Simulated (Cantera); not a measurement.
An isothermal plug-flow reactor at 673 K and 1.00 atm (inlet), inlet velocity 0.42 m/s, active area per volume 660 1/m; feed H2 : O2 : N2 = 0.016 : 0.11 : 0.79 (molar parts), equivalence ratio 0.073.

Cantera simulation using Deutschmann's 1995 Pt surface mechanism with GRI-Mech 3.0 gas chemistry; the numbers are that mechanism's predictions, not measurements. Catalytic surfaces can have several steady states; this one follows from the mechanism file's or the stated starting coverage. Mass transfer to the wall is taken as infinitely fast.

### Question
Predict: x(H2) at z = 0.0044 m; x(O2) at z = 0.0044 m; x(H2O) at z = 0.0044 m; θ(free Pt) at the exit; θ(O*) at the exit; θ(OH*) at the exit.

### Answer
```
Item                       Value
----------------------  --------
x(H2) at z = 0.0044 m   0.000232
x(O2) at z = 0.0044 m      0.112
x(H2O) at z = 0.0044 m    0.0174
θ(free Pt) at the exit   0.00633
θ(O*) at the exit          0.991
θ(OH*) at the exit       0.00249
```
